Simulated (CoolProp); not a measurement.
Hydrogen chloride along the isotherm 237.2 K: Z from the reference equation and from simpler models built on Tc = 324.7 K, pc = 83.14 bar, ω = 0.130; each cubic takes its own stable root.

The numbers come from the reference Helmholtz-energy equation of state, Thol 2018 in CoolProp.

```tsv
p (bar)	phase	reference
0.394	gas	0.9951
0.897	gas	0.9887
2.04	gas	0.9739
4.65	gas	0.9385
10.6	liquid	0.01862
24.1	liquid	0.04220
54.8	liquid	0.09529
125	liquid	0.2143
```

Problem. How far does each simpler model (van der Waals, Redlich-Kwong, Soave-Redlich-Kwong, Peng-Robinson) lie from the reference over these 8 states: mean and median of the absolute difference, and the worst?

Solution. 
- van der Waals: mean 626.8 %, median 33.4 %, worst +4809.8 % at 237.2 K and 10.6 bar
- Redlich-Kwong: mean 8.6 %, median 8.7 %, worst +17.2 % at 237.2 K and 10.6 bar
- Soave-Redlich-Kwong: mean 7.6 %, median 7.8 %, worst +15.1 % at 237.2 K and 10.6 bar
- Peng-Robinson: mean 0.9 %, median 1.1 %, worst +1.6 % at 237.2 K and 10.6 bar

At some of these states van der Waals gives the other phase, because its saturation line lies elsewhere.
